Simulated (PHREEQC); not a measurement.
A PHREEQC input (ion-association model, wateq4f.dat):

```
SOLUTION 1
  temp 26
  units mg/L
  pH 6.78
  pe 12.5
  Na 0.657
  K 0.182
  Ca 1.06
  Mg 0.621
  Cl 2.55
  S(6) 2.52 as SO4
  Alkalinity 0.968 as HCO3
  Cu(2) 0.0295
END
USE solution 1
EQUILIBRIUM_PHASES 1
  CO2(g) 2 10
END
```

The run finishes without an error or a warning.

Its last state differs from that of the intended input:

| quantity | as run | intended |
|---|---|---|
| pH | 2.93 | 5.17 |
| ionic strength (mol/kgw) | 0.00144 | 0.000224 |
| HCO3- (mol/kgw) | 0.00125 | 2.27e-5 |
| MgSO4 (mol/kgw) | 1.02e-7 | 1.38e-7 |
| CaSO4 (mol/kgw) | 8.83e-8 | 1.20e-7 |
| HSO4- (mol/kgw) | 2.44e-6 | 1.64e-8 |
| SI of Tenorite (CuO) | -8.34 | -3.61 |
| SI of Cu(OH)2 (Cu(OH)2) | -9.39 | -4.62 |

One thing in the input isn't as intended. What explains the difference?

This is not unique; one that fits is The fault: the CO2 pressure typed with the wrong sign of its logarithm. The line should read `CO2(g) -2` where the input has `CO2(g) 2`.
